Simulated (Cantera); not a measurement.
An adiabatic, constant-volume homogeneous reactor starts with CH4 : C2H6 : C3H8 : O2 : N2 = 1 : 0.033 : 0.064 : 4.51 : 17 (molar parts), at 1025 K and 293 Torr. Integrator tolerance rtol = 1e-08.

Model: GRI-Mech 3.0 (53 species, 325 reactions), integrated in Cantera.

Task: What does this change do: initial temperature 1025 to 1625 K?

Result: 
| quantity | before | after |
|---|---|---|
| temperature at 0.200 s | 1027 K | 2628 K |
| equilibrium temperature | 2351 K | 2628 K |
| x(CH4) at 0.200 s | 0.0440 (gas-phase equilibrium <1e-12) | <1e-12 (gas-phase equilibrium <1e-12) |
| x(C2H6) at 0.200 s | 0.00145 (gas-phase equilibrium <1e-12) | <1e-12 (gas-phase equilibrium <1e-12) |
| x(C3H8) at 0.200 s | 0.00273 (gas-phase equilibrium <1e-12) | <1e-12 (gas-phase equilibrium <1e-12) |
| x(CO2) at 0.200 s | 8.66e-8 (gas-phase equilibrium 0.0522) | 0.0415 (gas-phase equilibrium 0.0415) |
| x(H) at 0.200 s | 5.81e-9 (gas-phase equilibrium 0.000418) | 0.00346 (gas-phase equilibrium 0.00346) |
| time of steepest temperature rise | not reached | 0.137 ms |

Task: What does this change do: pressure from 293 Torr to 3380 Torr?

Result: 
```csv
quantity,before,after
temperature at 0.200 s,1027 K,2395 K
equilibrium temperature,2351 K,2395 K
x(CH4) at 0.200 s,0.0440 (gas-phase equilibrium <1e-12),<1e-12 (gas-phase equilibrium <1e-12)
x(C2H6) at 0.200 s,0.00145 (gas-phase equilibrium <1e-12),<1e-12 (gas-phase equilibrium <1e-12)
x(C3H8) at 0.200 s,0.00273 (gas-phase equilibrium <1e-12),<1e-12 (gas-phase equilibrium <1e-12)
x(CO2) at 0.200 s,8.66e-8 (gas-phase equilibrium 0.0522),0.0541 (gas-phase equilibrium 0.0541)
x(H) at 0.200 s,5.81e-9 (gas-phase equilibrium 0.000418),9.34e-5 (gas-phase equilibrium 9.34e-5)
time of steepest temperature rise,not reached,45.2 ms
```
